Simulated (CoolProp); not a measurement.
Vapour-liquid equilibrium of R143a (1) + fluoroethane (R161) (2) at 0.00174 MPa; x and y are mole fractions of (1).

Computed with CoolProp (multi-fluid Helmholtz-energy mixture model, Lemmon and Jacobsen 2000 and Wu 2012; pair parameters Bell 2016).

```csv
x,bubble temperature (K),y at the bubble point,dew temperature at overall composition x (K),liquid density (mol/L)
0.05,173.0,0.108,173.4,18.55
0.15,171.8,0.283,172.7,18.21
0.25,170.8,0.420,172.0,17.87
0.35,170.0,0.533,171.3,17.55
0.45,169.2,0.628,170.6,17.23
0.55,168.6,0.711,169.9,16.93
0.65,168.0,0.785,169.1,16.63
0.75,167.4,0.852,168.3,16.35
0.85,166.9,0.915,167.4,16.08
0.95,166.4,0.972,166.6,15.82
```

No azeotrope shows between x = 0.05 and 0.95.

The pair parameters rest on a limited set of measurements; away from them the model extrapolates.
